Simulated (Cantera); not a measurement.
Feed: 1 mol CHF3, 1.1 mol HCl, 5.9 mol H2, at 5.00 mbar.

Method: chemical equilibrium by Gibbs-energy minimisation in Cantera with the NASA 1993 tables (ideal gas, pure condensed phases). Candidate condensed phases: C, C6H6, C7H8, C8H18; 118 gas species. Kinetics and transport are ignored.

log p: log10 of the partial pressure in bar; n: condensed amount in mol.

| T (K) | log p H2 | log p H | log p HF | log p HCl | log p Cl | log p C3 | log p C2H2 (acetylene) | n C(graphite) |
|---|---|---|---|---|---|---|---|---|
| 1600 | -2.57 | -5.55 | -2.78 | -3.21 | -6.30 | <-14 | -7.13 | 1.000 |
| 1750 | -2.57 | -4.92 | -2.78 | -3.22 | -5.68 | -13.62 | -6.51 | 0.999 |
| 1900 | -2.57 | -4.39 | -2.78 | -3.22 | -5.16 | -11.68 | -5.99 | 0.996 |
| 2050 | -2.58 | -3.93 | -2.78 | -3.23 | -4.72 | -10.04 | -5.55 | 0.990 |
| 2200 | -2.60 | [?] | -2.79 | -3.26 | [?] | [?] | [?] | 0.976 |
| 2350 | -2.64 | -3.23 | -2.81 | -3.32 | -4.05 | -7.38 | -4.90 | 0.950 |
| 2500 | -2.72 | -2.96 | -2.84 | -3.42 | -3.81 | -6.30 | -4.69 | 0.907 |
| 2650 | [?] | [?] | -2.88 | [?] | [?] | [?] | -4.56 | [?] |
| 2800 | -3.06 | -2.62 | -2.93 | -3.82 | -3.54 | -4.50 | -4.54 | 0.523 |

Problem. Fill in the missing entries.

Solution. 
- 2200, log p H: -3.55
- 2200, log p Cl: -4.35
- 2200, log p C3: -8.62
- 2200, log p C2H2 (acetylene): -5.19
- 2650, log p H2: -2.86
- 2650, log p H: -2.76
- 2650, log p HCl: -3.58
- 2650, log p Cl: -3.64
- 2650, log p C3: -5.35
- 2650, n C(graphite): 0.824
